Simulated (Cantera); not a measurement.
A closed system holds: 1 mol Si, 2.8 mol Cl₂, 26 mol H₂, held at 0.100 bar.

Cantera equilibrium calculation (NASA polynomials, part measured and part estimated; ideal gas, pure solids and liquids). Candidate condensed phases: Si; 19 gas species. The tables' values for SiCl₃ are old estimates; treat these amounts as uncertain. The numbers say what is thermodynamically allowed, not how fast it happens.

log p: log10 of the partial pressure in bar; nothing condenses.

| T (K) | log p H₂ | log p HCl | log p SiCl₄ | log p SiCl₂ | log p SiHCl₃ | log p SiCl₃ |
|---|---|---|---|---|---|---|
| 798 | -1.04 | -2.24 | -2.45 | -9.43 | -4.31 | -6.97 |
| 873 | -1.04 | -2.23 | -2.46 | (withheld) | (withheld) | -5.99 |
| 948 | -1.04 | -2.22 | -2.47 | (withheld) | (withheld) | -5.19 |
| 1023 | -1.04 | -2.21 | -2.50 | -5.22 | -3.41 | -4.52 |
| 1098 | -1.05 | -2.18 | -2.54 | -4.27 | -3.24 | -3.98 |
| 1173 | -1.05 | -2.14 | -2.63 | -3.55 | -3.17 | -3.59 |
| 1248 | -1.06 | -2.07 | -2.79 | -3.06 | -3.23 | -3.35 |
| 1323 | -1.06 | -2.00 | -3.05 | -2.77 | -3.41 | -3.28 |
| 1398 | -1.07 | -1.95 | -3.41 | -2.62 | -3.68 | -3.33 |
| 1473 | -1.07 | -1.93 | -3.84 | -2.54 | -4.01 | -3.46 |

Problem. What belongs in the gaps?

Solution. 
- 948, log p SiCl₂: -6.37
- 948, log p SiHCl₃: -3.64
- 873, log p SiCl₂: -7.76
- 873, log p SiHCl₃: -3.94
